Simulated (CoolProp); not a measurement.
Properties of R134a along the isobar 12900 kPa.

Values from CoolProp's reference Helmholtz-energy equation of state, Tillner-Roth 1994.

```json
[
 {"T (K)": "260.8", "phase": "liquid", "density (kg/m³)": "1371", "cp (kJ/(kg K))": "1.272", "Joule-Thomson coefficient (K/MPa)": "-0.2763", "fugacity coefficient": "0.02071"},
 {"T (K)": "285.1", "phase": "liquid", "density (kg/m³)": "1303", "cp (kJ/(kg K))": "1.313", "Joule-Thomson coefficient (K/MPa)": "-0.2169", "fugacity coefficient": "0.04672"},
 {"T (K)": "309.4", "phase": "liquid", "density (kg/m³)": "1231", "cp (kJ/(kg K))": "1.362", "Joule-Thomson coefficient (K/MPa)": "-0.1330", "fugacity coefficient": "0.08898"},
 {"T (K)": "333.6", "phase": "liquid", "density (kg/m³)": "1153", "cp (kJ/(kg K))": "1.422", "Joule-Thomson coefficient (K/MPa)": "-0.009307", "fugacity coefficient": "0.1486"},
 {"T (K)": "357.9", "phase": "liquid", "density (kg/m³)": "1065", "cp (kJ/(kg K))": "1.499", "Joule-Thomson coefficient (K/MPa)": "0.1839", "fugacity coefficient": "0.2246"},
 {"T (K)": "382.2", "phase": "supercritical", "density (kg/m³)": "964.2", "cp (kJ/(kg K))": "1.598", "Joule-Thomson coefficient (K/MPa)": "0.4973", "fugacity coefficient": "0.3126"},
 {"T (K)": "406.5", "phase": "supercritical", "density (kg/m³)": "847.6", "cp (kJ/(kg K))": "1.713", "Joule-Thomson coefficient (K/MPa)": "1.005", "fugacity coefficient": "0.4062"},
 {"T (K)": "430.7", "phase": "supercritical", "density (kg/m³)": "718.9", "cp (kJ/(kg K))": "1.800", "Joule-Thomson coefficient (K/MPa)": "1.713", "fugacity coefficient": "0.4976"},
 {"T (K)": "455", "phase": "supercritical", "density (kg/m³)": "595.7", "cp (kJ/(kg K))": "1.782", "Joule-Thomson coefficient (K/MPa)": "2.372", "fugacity coefficient": "0.5809"}
]
```
